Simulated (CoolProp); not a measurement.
Properties of R507A along the isotherm 54.35 °C (Tc = 70.6 °C, pc = 3705 kPa, ω = 0.286).

Computed with CoolProp (reference Helmholtz-energy equation of state, Lemmon 2003). It is a pseudo-pure fit of the blend.

| p (kPa) | phase | density (kg/m³) | speed of sound (m/s) | Joule-Thomson coefficient (K/MPa) | viscosity (µPa s) | conductivity (mW/(m K)) |
|---|---|---|---|---|---|---|
| 1030 | gas | 43.01 | 156.0 | 13.62 | 13.8 | 16.8 |
| 4120 | liquid | 915.6 | 265.3 | 1.006 | 92.9 | 57.2 |
| 5150 | liquid | 939.3 | 292.7 | 0.7553 | 98.0 | 59.0 |
| 6170 | liquid | 958.2 | 315.3 | 0.5896 | 102 | 60.4 |
| 7200 | liquid | 974.4 | 335.2 | 0.4675 | 106 | 61.7 |
| 8230 | liquid | 988.6 | 353.1 | 0.3736 | 110 | 62.9 |
| 9260 | liquid | 1001 | 369.3 | 0.2985 | 114 | 63.9 |

Viscosity comes from a separate model (Geller 2000). Thermal conductivity comes from a separate model (Geller 2001).
